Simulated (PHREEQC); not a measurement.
Model water analysis in mg/kgw, 65 °C, pH 2.12, pe 11.7:

| constituent | mg/kgw |
|---|---|
| Na | 1560 |
| K | 2.99 |
| Ca | 18.4 |
| Mg | 183 |
| Cl | 993 |
| S(6) as SO4 | 3400 |
| Sr | 11.8 |
| Mn(2) | 94.3 |
| Al | 9.63 |
| Cu(2) | 13.7 |

Cl is adjusted to close the charge balance.
Valence states are taken as typed.

Computed with PHREEQC (ion-association model, wateq4f.dat).

**Question.** The ionic strength comes out as 0.106 mol/kgw. What activity coefficients do Na+, H+, Mg+2, HSO4-, KSO4- get?

**Answer.** Na+ 0.76, H+ 0.81, Mg+2 0.37, HSO4- 0.76, KSO4- 0.77.

No solid was allowed to form. At this temperature some constants are extrapolated from 25 °C, and those without enthalpy data are left unchanged.
